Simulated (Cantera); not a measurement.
What does this Cantera script print?

```python
import numpy as np
import cantera as ct

gas_names = """
    O O2 O3 S SO SO2 SO3 S2 S2O S8
""".split()
cond_names = """
    S(cr1) S(cr2) S(L)
""".split()


# ... load() reads the species with a 1 bar reference pressure and builds the phases ...
atoms = {
    'SO2': {'S': 1, 'O': 2},
}
top_T = {}  # K; cautious upper limits of use, not melting points


# ... equilibrate(T, P, feed) seeds the gas with the atoms and calls Mixture.equilibrate('TP', solver="vcs", rtol=1e-11, max_steps=5000) ...
results = []
feed = {'SO2': 1}  # mol
P = 133.322  # Pa
for T in [673, 873, 1073, 1273, 1473, 1673, 1873, 2073, 2273, 2473, 2673, 2873, 3073]:
    mix = equilibrate(T, P, feed)
    results.append((T, P, feed, dict(zip(mix.species_names, mix.species_moles))))

top = {s: max(r[3][s] / sum(r[3][g] for g in gas_names) for r in results) for s in gas_names}
cols = sorted((s for s in top if top[s] > 1e-06), key=lambda s: -top[s])[:6]
seen = [c for c in cond_names if any(r[3].get(c, 0) > 1e-12 for r in results)]
print("log10 of partial pressures in bar; condensed amounts in mol")
print(f"{'T/K':>10s}" + "".join(f"{s[:9]:>10s}" for s in cols + seen))
for T, P, feed, n in results:
    ng = sum(n[g] for g in gas_names)
    print(f"{T:10.4g}" + "".join(f"{np.log10(max(n[s] / ng * P / 1e5, 1e-99)):10.3f}" for s in cols)
          + "".join(f"{n.get(c, 0):10.4g}" for c in seen))
```

Result:

```
log10 of partial pressures in bar; condensed amounts in mol
       T/K       SO2         O        SO         S        O2        S2
       673    -2.875   -26.805   -11.666   -19.545   -21.214   -11.838
       873    -2.875   -19.213    -9.400   -15.515   -14.982   -11.430
      1073    -2.875   -14.183    -8.239   -13.498   -10.556   -12.212
      1273    -2.875   -10.891    -7.283   -11.789    -7.845   -12.104
      1473    -2.875    -8.837    -6.240    -9.847    -6.565   -10.636
      1673    -2.877    -7.327    -5.394    -8.260    -5.702    -9.304
      1873    -2.885    -6.146    -4.727    -7.001    -5.040    -8.235
      2073    -2.909    -5.203    -4.197    -5.982    -4.526    -7.369
      2273    -2.977    -4.446    -3.787    -5.146    -4.146    -6.665
      2473    -3.140    -3.854    -3.506    -4.465    -3.914    -6.115
      2673    -3.496    -3.432    -3.402    -3.939    -3.880    -5.753
      2873    -4.157    -3.192    -3.545    -3.595    -4.097    -5.659
      3073    -5.095    -3.095    -3.919    -3.433    -4.511    -5.852
```

Method: chemical equilibrium by Gibbs-energy minimisation in Cantera with the NASA 1993 tables (ideal gas, pure condensed phases). Gases not in the tables: S3 to S7.
